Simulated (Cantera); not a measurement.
Mixture: 3.03 % CH₄, 0.454 % C₂H₆, 0.333 % C₃H₈, 21.2 % O₂, 72.1 % N₂, 2.94 % H₂O, equivalence ratio 0.44, at 320000 Pa, adiabatic and at constant volume. Ignition delay is the time to a rise of 400 K.

Cantera simulation using GRI-Mech 3.0 (53 species, 325 reactions); the numbers are that mechanism's predictions, not measurements.

Task: Predict: delay at 1050 K; delay at 1150 K; delay at 1250 K; delay at 1350 K; apparent activation energy between 1300 and 1400 K.

Result: 
```json
{
 "delay at 1050 K": "16.6 ms",
 "delay at 1150 K": "2.85 ms",
 "delay at 1250 K": "0.685 ms",
 "delay at 1350 K": "0.208 ms",
 "apparent activation energy between 1300 and 1400 K": "170 kJ/mol"
}
```
